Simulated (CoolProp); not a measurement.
Saturation properties of R22.

The numbers come from the reference Helmholtz-energy equation of state, Kamei 1995 in CoolProp.

```tsv
T (K)	p (MPa)	vapour density (kg/m³)	liquid viscosity (µPa s)
183.6	0.004993	0.2839	652
203.6	0.02107	1.089	445
223.6	0.06604	3.155	325
243.6	0.1670	7.511	247
263.6	0.3605	15.56	192
283.7	0.6923	29.29	151
303.7	1.209	51.46	119
323.7	1.967	87.19	93.9
```

It boils at 232.3 K under 1 atm.

Viscosity comes from a separate model (Bell 2016), an estimate that may be off by 10 % or more.
